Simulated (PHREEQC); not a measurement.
**Phosphoric acid bath: an equilibrium model**

Consider water at 35 °C with 0.0014 mol/kgw H3PO4. Closed to the air; pH follows from the charge balance.

Computed with PHREEQC (ion-association model, phreeqc.dat).

Each row changes one thing in this solution. This is a speciation only: nothing precipitates in the calculation.

```
case                                             pH  ionic strength (mol/kgw)  H2PO4- (mol/kgw)  HPO4-2 (mol/kgw)
--------------------------------------------  -----  ------------------------  ----------------  ----------------
as made                                        2.94                   0.00119           0.00119           7.65e-8
diluted 5-fold with water                      3.58                  0.000269          0.000269           7.07e-8
5.3e-05 mol/kgw KOH added                      2.96                   0.00119           0.00119           8.01e-8
H3PO4 from 0.0014 to 0.014 mol/kgw             2.19                   0.00706           0.00706           9.26e-8
diluted 10-fold with water                     3.87                  0.000137          0.000137           6.92e-8
H3PO4 replaced by K3PO4 at the same molality  10.77                   0.00571           2.70e-7           0.00133
H3PO4 from 0.0014 to 0.00126 mol/kgw           2.98                   0.00108           0.00108           7.60e-8
```
